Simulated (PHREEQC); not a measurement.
A solution holds 0.21 mol KBr, 0.047 mol LiOH and 0.087 mol KCl per kg of water, at 25 °C. It is in equilibrium with CO2 at log p = -3.4 (atm). Otherwise closed; pH follows from the charge balance.

Computed with PHREEQC (ion-association model, phreeqc.dat).

Precipitation was switched off in this run.

Question: What pH, specific conductance does the model give?

Answer: pH 9.49; specific conductance 36000 µS/cm.

Question: In which forms is C present?

Answer: HCO3- 71 %, CO3-2 29 % of the C.

Complexes and solids missing from the database can't appear.
